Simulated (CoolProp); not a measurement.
Vapour-liquid equilibrium of R13 (1) + R11 (2) at 184 kPa; x and y are mole fractions of (1).

Computed with CoolProp (multi-fluid Helmholtz-energy mixture model, Platzer 1990 and Jacobsen 1992; pair parameters Bell 2016). This equation is an older, rougher fit; its heat capacities, sound speeds and derivatives of the liquid may be far off and weren't checked against measurements.

**Question.** Give the bubble temperature and the first vapour's composition at x = 0.2, 0.5, 0.95. Is there an azeotrope?

**Answer.** x = 0.2: 232.2 K, y = 0.976; x = 0.5: 214.4 K, y = 0.995; x = 0.95: 204.8 K, y = 0.999. No azeotrope shows between x = 0.05 and 0.95.

Pair parameters are fitted to limited data, so mixtures are less certain than the pure fluids. With so large a gap from Raoult's law the liquid may split in two, which this calculation doesn't test in full.
